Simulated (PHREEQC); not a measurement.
Make-up at 25 °C: 0.068 mol/kgw HF and 0.003 mol/kgw (NH4)2SiF6. Closed to the air; pH follows from the charge balance.

Equilibrium calculation in PHREEQC: ion-association model, phreeqc.dat.

Task: The ionic strength comes out as 0.0168 mol/kgw. What activity coefficients do SiF6-2, HF2-, H+, F-, NH4+ get?

Result: SiF6-2 0.61, HF2- 0.88, H+ 0.90, F- 0.87, NH4+ 0.87.

Precipitation was switched off in this run. SiF6-2 is the database's only silicon fluoride.
